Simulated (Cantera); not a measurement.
Feed: 1 mol PbF2, 55 mol H2, equilibrated at 1098 K.

Cantera equilibrium calculation (NASA polynomials, part measured and part estimated; ideal gas, pure solids and liquids). Candidate condensed phases: Pb, PbF2; 16 gas species. Kinetics and transport are ignored.

Q: Which condensed phases are stable at each of these points (P (Pa)): 0.100, 0.460, 2.20, 10, 46, 220, 1000, 4600, 22000, 100000?

A: 
| P (Pa) | condensed phases | Pb condensed (%) |
|---|---|---|
| 0.100 | gas only | 0.0 |
| 0.460 | gas only | 0.0 |
| 2.20 | gas only | 0.0 |
| 10 | gas only | 0.0 |
| 46 | gas only | 0.0 |
| 220 | gas only | 0.0 |
| 1000 | Pb(l) | 33.8 |
| 4600 | Pb(l) | 85.7 |
| 22000 | Pb(l) | 97.0 |
| 100000 | Pb(l) | 99.3 |

From 0.100 Pa to 2.20 mbar nothing is condensed. From 10.0 mbar to 1.00 bar the condensed part is Pb(l).
